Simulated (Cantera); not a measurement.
**Equilibrium for sublimation and decomposition of ceramics: Si3N4 + Si + N2**

Feed: 1 mol Si3N4, 0.0098 mol Si, 0.48 mol N2.

Cantera equilibrium calculation (NASA polynomials, part measured and part estimated; ideal gas, pure solids and liquids). Candidate condensed phases: Si, Si3N4; 7 gas species. The numbers say what is thermodynamically allowed, not how fast it happens.

Stable condensed phases:

```
T in K \ P in Pa
               1     5.6      32     180    1000    5600   32000  180000 1000000
   2873        A       A       A       A       A       A       B       B       B
   2773        A       A       A       A       A       A       B       B       B
   2673        A       A       A       A       A       B       B       B       B
   2573        A       A       A       A       A       B       B       B       B
   2473        A       A       A       A       B       B       B       B       B
   2373        A       A       A       A       B       B       B       B       C
   2273        A       A       A       B       B       B       B       B       C
   2173        A       A       A       B       B       B       B       C       C
   2073        A       A       B       B       B       B       B       C       C
   1973        A       A       B       B       B       B       C       C       C
   1873        A       B       B       B       B       C       C       C       C
   1773        B       B       B       B       C       C       C       C       C
   1673        B       B       B       C       C       C       C       C       C
```

A: gas only; B: Si; C: Si3N4.
